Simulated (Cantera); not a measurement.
## C2H2 + H2 (carbon deposition, reforming and gasification)

Feed: 1 mol C2H2, 60 mol H2, held at 1 atm.

These are equilibrium values from Cantera (NASA tables, ideal gas, pure condensed phases), not measurements of a reactor. Candidate condensed phases: C, C6H6, C7H8, C8H18; 76 gas species. Rates play no part.

```json
[
 {"T (K)": "1448", "x H2": "0.997", "x H": "9.14e-6", "x CH4": "0.00336", "x C2H2 (acetylene)": "4.74e-6", "x CH3": "6.21e-7", "x C2H4": "2.34e-6", "x C4H2": "8.55e-12", "x C2H2 (vinylidene)": "6.98e-12", "n C(graphite)": "1.79"},
 {"T (K)": "1523", "x H2": "0.998", "x H": "2.29e-5", "x CH4": "0.00232", "x C2H2 (acetylene)": "1.18e-5", "x CH3": "1.08e-6", "x C2H4": "2.71e-6", "x C4H2": "5.34e-11", "x C2H2 (vinylidene)": "3.65e-11", "n C(graphite)": "1.86"},
 {"T (K)": "1598", "x H2": "0.998", "x H": "5.28e-5", "x CH4": "0.00166", "x C2H2 (acetylene)": "2.69e-5", "x CH3": "1.79e-6", "x C2H4": "3.09e-6", "x C4H2": "2.80e-10", "x C2H2 (vinylidene)": "1.63e-10", "n C(graphite)": "1.89"},
 {"T (K)": "1673", "x H2": "0.999", "x H": "0.000113", "x CH4": "0.00123", "x C2H2 (acetylene)": "5.69e-5", "x CH3": "2.83e-6", "x C2H4": "3.47e-6", "x C4H2": "1.26e-9", "x C2H2 (vinylidene)": "6.34e-10", "n C(graphite)": "1.92"},
 {"T (K)": "1748", "x H2": "0.999", "x H": "0.000227", "x CH4": "0.000929", "x C2H2 (acetylene)": "0.000113", "x CH3": "4.28e-6", "x C2H4": "3.87e-6", "x C4H2": "5.00e-9", "x C2H2 (vinylidene)": "2.19e-9", "n C(graphite)": "1.93"},
 {"T (K)": "1823", "x H2": "0.999", "x H": "0.000430", "x CH4": "0.000721", "x C2H2 (acetylene)": "0.000211", "x CH3": "6.27e-6", "x C2H4": "4.27e-6", "x C4H2": "1.77e-8", "x C2H2 (vinylidene)": "6.83e-9", "n C(graphite)": "1.93"},
 {"T (K)": "1898", "x H2": "0.998", "x H": "0.000776", "x CH4": "0.000571", "x C2H2 (acetylene)": "0.000376", "x CH3": "8.89e-6", "x C2H4": "4.67e-6", "x C4H2": "5.63e-8", "x C2H2 (vinylidene)": "1.94e-8", "n C(graphite)": "1.92"},
 {"T (K)": "1973", "x H2": "0.998", "x H": "0.00134", "x CH4": "0.000460", "x C2H2 (acetylene)": "0.000639", "x CH3": "1.23e-5", "x C2H4": "5.07e-6", "x C4H2": "1.64e-7", "x C2H2 (vinylidene)": "5.09e-8", "n C(graphite)": "1.89"},
 {"T (K)": "2048", "x H2": "0.996", "x H": "0.00222", "x CH4": "0.000377", "x C2H2 (acetylene)": "0.00104", "x CH3": "1.65e-5", "x C2H4": "5.47e-6", "x C4H2": "4.42e-7", "x C2H2 (vinylidene)": "1.24e-7", "n C(graphite)": "1.85"},
 {"T (K)": "2123", "x H2": "0.994", "x H": "0.00355", "x CH4": "0.000313", "x C2H2 (acetylene)": "0.00165", "x CH3": "2.17e-5", "x C2H4": "5.85e-6", "x C4H2": "1.11e-6", "x C2H2 (vinylidene)": "2.83e-7", "n C(graphite)": "1.78"}
]
```
x: gas mole fraction; n: condensed amount in mol.

From 1448 K to 2123 K the condensed part is C(graphite). The main C-bearing gas is CH4 at 1448 K and C2H2 (acetylene) at 2123 K. The share of C in condensed phases is highest at 1823 K (96.5 %) and lowest at 2123 K (88.9 %).
